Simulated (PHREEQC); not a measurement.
A column of 0.1 m (30 cells, dispersivity 0.005 m, 720 s a shift, diffusion coefficient 3e-10 m²/s) holds 0.0018 eq of the database's cation exchanger X per kg of pore water, first in equilibrium with 0.00089 mol SrCl2, 0.0014 mol MnCl2, 0.047 mol CdCl2 and 1e-05 mol HCl per kg of water. It is flushed with 0.56 mmol/kgw MnCl2 and 0.01 mmol/kgw HCl, at 25 °C. Values are for the last cell. CO2 from the air is kept out. Precipitation was switched off in this run.

Computed with PHREEQC (ion-association model, phreeqc.dat).

| pore volumes | Cd in solution (mol/kgw) | Sr in solution (mol/kgw) | Cl in solution (mol/kgw) | Mn in solution (mol/kgw) | MnX2 on the exchanger (mol/kgw) | SrX2 on the exchanger (mol/kgw) |
|---|---|---|---|---|---|---|
| 0 | 0.0470 | 0.000890 | 0.0986 | 0.00140 | 4.06e-5 | 7.00e-5 |
| 0.4167 | 0.0469 | 0.000888 | 0.0983 | 0.00140 | 4.06e-5 | 7.00e-5 |
| 0.6167 | 0.0432 | 0.000831 | 0.0907 | 0.00133 | 4.05e-5 | 6.84e-5 |
| 1.017 | 0.0196 | 0.000417 | 0.0418 | 0.000854 | 4.27e-5 | 5.43e-5 |
| 1.417 | 0.00497 | 0.000124 | 0.0111 | 0.000448 | 5.81e-5 | 4.05e-5 |
| 1.617 | 0.00236 | 6.40e-5 | 0.00551 | 0.000327 | 7.53e-5 | 3.68e-5 |
| 2.017 | 0.000694 | 2.12e-5 | 0.00187 | ___ | ___ | 3.27e-5 |
| 2.417 | 0.000376 | 1.22e-5 | 0.00124 | 0.000229 | 0.000225 | 2.96e-5 |
| 2.617 | 0.000314 | 1.05e-5 | 0.00117 | 0.000257 | 0.000277 | 2.81e-5 |
| 3.017 | 0.000234 | 8.42e-6 | 0.00114 | 0.000321 | 0.000384 | 2.48e-5 |
| 3.417 | ___ | 6.88e-6 | 0.00113 | 0.000378 | 0.000485 | 2.17e-5 |
| 3.617 | 0.000151 | 6.23e-6 | 0.00113 | 0.000403 | 0.000530 | 2.02e-5 |
| 4.017 | 0.000112 | 5.10e-6 | 0.00113 | 0.000443 | 0.000611 | 1.73e-5 |
| 4.417 | 8.21e-5 | 4.16e-6 | 0.00113 | 0.000474 | 0.000679 | 1.47e-5 |
| 4.617 | 7.00e-5 | 3.76e-6 | 0.00113 | ___ | 0.000708 | 1.35e-5 |
| 5.017 | 5.06e-5 | ___ | 0.00113 | 0.000506 | ___ | 1.12e-5 |
| 5.417 | 3.61e-5 | 2.45e-6 | 0.00113 | 0.000521 | 0.000794 | 9.18e-6 |
| 5.617 | 3.04e-5 | 2.19e-6 | 0.00113 | 0.000527 | 0.000810 | 8.27e-6 |
| 6.017 | 2.14e-5 | 1.73e-6 | 0.00113 | 0.000537 | 0.000835 | 6.64e-6 |

Problem. Complete the blanks.

Solution. 
- 2.017, Mn in solution (mol/kgw): 0.000216
- 2.017, MnX2 on the exchanger (mol/kgw): 0.000135
- 3.417, Cd in solution (mol/kgw): 0.000175
- 4.617, Mn in solution (mol/kgw): 0.000486
- 5.017, Sr in solution (mol/kgw): 3.04e-6
- 5.017, MnX2 on the exchanger (mol/kgw): 0.000756

Species that the database lacks are ignored.
